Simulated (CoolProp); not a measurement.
R1233zd(E) at several states: fugacity coefficient from the reference equation and from simpler models built on Tc = 438.9 K, pc = 3583 kPa, ω = 0.304; each cubic takes its own stable root.

Values from CoolProp's reference Helmholtz-energy equation of state, Akasaka 2022.

```tsv
T (K)	p (kPa)	phase	reference
309.2	9030	liquid	0.02832
279.5	1330	liquid	0.04905
249.4	10.8	gas	0.9929
371.8	11400	liquid	0.1096
288	4140	liquid	0.02468
```

Task: How far does each simpler model (van der Waals, Redlich-Kwong, Soave-Redlich-Kwong) lie from the reference over these 5 states: mean and median of the absolute difference, and the worst?

Result: 
- van der Waals: mean 289.9 %, median 334.7 %, worst +539.1 % at 279.5 K and 1330 kPa
- Redlich-Kwong: mean 63.6 %, median 78.3 %, worst +107.7 % at 279.5 K and 1330 kPa
- Soave-Redlich-Kwong: mean 2.8 %, median 1.6 %, worst +7.7 % at 371.8 K and 11400 kPa
